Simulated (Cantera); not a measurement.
Charge: 1 mol SiH₂Cl₂, 25 mol NH₃, 32 mol N₂, at 1948.15 K and 13.3 mbar.

These are equilibrium values from Cantera (NASA tables, ideal gas, pure condensed phases), not measurements of a reactor. Candidate condensed phases: NH₄Cl, Si, Si₃N₄; 28 gas species. The tables' values for SiCl, SiN are old estimates; treat these amounts as uncertain. Gases not in the tables: Si₂H₆ and higher silanes. The numbers say what is thermodynamically allowed, not how fast it happens.

Base state: N₂ 0.527, H₂ 0.443, HCl 0.0191, H 0.00652, SiCl₂ 0.00209, Si 0.00175, SiCl 0.000222, Cl 0.000210 (mole fractions); condensed: Si(l).

What changes in the equilibrium state with this change: temperature from 1948.15 K to 1800 K?


```
species       before     after
----------  --------  --------
N₂             0.527     0.529
H₂             0.443     0.447
HCl           0.0191    0.0188
H            0.00652   0.00207
SiCl₂        0.00209   0.00243
Si₂          1.59e-5   1.44e-6
Si           0.00175  0.000238
SiH         0.000103   2.10e-5
SiN          4.32e-5   8.86e-6
Si(l), mol     0.628     0.763
```
The tables' values for SiCl are old estimates; treat these amounts as uncertain.
